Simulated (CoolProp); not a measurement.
A simple Rankine cycle with R236EA: condensing at 331.15 K, boiler at 1.71 MPa, turbine inlet 411 K, turbine efficiency 0.7, pump efficiency 0.6, no recuperator. Each further row changes one setting.

Values from CoolProp's reference Helmholtz-energy equation of state, Rui 2013.

```
case                             thermal efficiency (%)  net work (kJ/kg)  heat in (kJ/kg)  turbine exit temperature (K)  volume ratio over the turbine
-------------------------------  ----------------------  ----------------  ---------------  ----------------------------  -----------------------------
as stated                                           6.3              12.9              204                         385.2                           3.24
condensing temperature 323.15 K                     7.4              15.8              214                         381.0                           4.08
boiler pressure 1.2 MPa                             4.5              9.44              210                         395.0                           2.17
turbine efficiency 0.6                              5.3              10.8              204                         387.2                           3.27
```
